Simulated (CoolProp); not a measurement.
Vapour-liquid equilibrium of o-xylene (1) + n-nonane (2) at 0.787 MPa; x and y are mole fractions of (1).

Computed with CoolProp (multi-fluid Helmholtz-energy mixture model, Zhou 2012 and Lemmon 2006; pair parameters Bell 2016).

```
x      bubble temperature, mixture model (K)  bubble temperature, Raoult's law (K)  y, mixture model  y, Raoult's law
-----  -------------------------------------  ------------------------------------  ----------------  ---------------
0.05                                   521.9                                 522.2             0.057            0.055
0.125                                  520.9                                 521.7             0.141            0.137
0.2                                    520.0                                 521.2             0.223            0.217
0.275                                  519.2                                 520.7             0.301            0.297
0.35                                   518.4                                 520.3             0.377            0.375
0.425                                  517.8                                 519.8             0.451            0.451
0.5                                    517.2                                 519.3             0.523            0.527
0.575                                  516.7                                 518.8             0.593            0.601
0.65                                   516.3                                 518.3             0.663            0.674
0.725                                  516.1                                 517.8             0.733            0.746
0.8                                    515.9                                 517.4             0.803            0.817
0.875                                  515.9                                 516.9             0.875            0.886
0.95                                   516.0                                 516.4             0.949            0.955
```

The largest gap from Raoult's law is -2.1 K in bubble temperature, at x = 0.5. y crosses x between x = 0.8 and 0.875: the model has an azeotrope there.

The pair parameters rest on a limited set of measurements; away from them the model extrapolates.
